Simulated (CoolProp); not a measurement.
The fluid at 298.15 K and 6.29 MPa expands adiabatically to 1.97 MPa with isentropic efficiency 0.7. The same conditions are run with several fluids, on thermodynamics alone (safety and materials aside).

The numbers come from the reference Helmholtz-energy equation of state of each fluid (nitrogen: Span 2000; CF4 (R14): Platzer 1990; methane: Setzmann 1991; dry air: Lemmon 2000; oxygen: Schmidt 1985) in CoolProp. The equations of Platzer and Polt are older, rougher fits. Blends and air are pseudo-pure fits.

```json
[
 {"fluid": "nitrogen", "work (kJ/kg)": "59.7", "final temperature (K)": "235.0", "final density (kg/m³)": "28.8"},
 {"fluid": "CF4 (R14)", "work (kJ/kg)": "16.5", "final temperature (K)": "249.7", "final density (kg/m³)": "97.3"},
 {"fluid": "methane", "work (kJ/kg)": "97.3", "final temperature (K)": "(withheld)", "final density (kg/m³)": "17.3"},
 {"fluid": "dry air", "work (kJ/kg)": "(withheld)", "final temperature (K)": "234.7", "final density (kg/m³)": "30.0"},
 {"fluid": "oxygen", "work (kJ/kg)": "51.0", "final temperature (K)": "(withheld)", "final density (kg/m³)": "33.5"}
]
```

Q: What belongs in the gaps?

A: 
- methane, final temperature (K): 237.7
- dry air, work (kJ/kg): 57.4
- oxygen, final temperature (K): 234.0
